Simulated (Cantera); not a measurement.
## Equilibrium for titanium nitride, carbide and oxide coatings: Ti(OiPr)4 + C3H8 + H2

Feed: 1 mol Ti(OiPr)4, 0.45 mol C3H8, 39 mol H2.

Cantera equilibrium calculation (NASA polynomials, part measured and part estimated; ideal gas, pure solids and liquids). Candidate condensed phases: C, C6H6, C7H8, C8H18, H2O, Ti, TiC, TiO, TiO2, Ti2O3, Ti3O5, Ti4O7; 113 gas species. The feed counts by its element totals alone. TiC: taken at fixed stoichiometry. Condensed phases not in the tables: Magnéli phases beyond Ti4O7. The numbers say what is thermodynamically allowed, not how fast it happens.

### Question
Map the stable condensed phases over T = 925, 1000, 1075, 1150, 1225, 1300, 1375, 1450, 1525, 1600, 1675, 1750 °C and P in Pa = 10, 37, 140, 520, 1900, 7200, 27000, 100000.

### Answer
```
T in °C \ P in Pa
             10     37    140    520   1900   7200  27000 100000
   1750       A      A      A      A      A      A      A      A
   1675       A      A      A      A      A      A      A      A
   1600       A      A      A      A      A      A      A      A
   1525       A      A      A      A      A      A      A      A
   1450       A      A      A      A      A      A      A      A
   1375       A      A      A      A      A      A      A      A
   1300       A      A      A      A      A      A      A      A
   1225       A      A      A      A      A      A      A      A
   1150       A      A      A      A      A      A      A      A
   1075       A      A      A      A      A      A      A      B
   1000       A      A      A      A      A      A      B      C
    925       A      A      A      A      A      B      C      C
```
A: C + TiC; B: C + Ti3O5; C: C + Ti4O7.
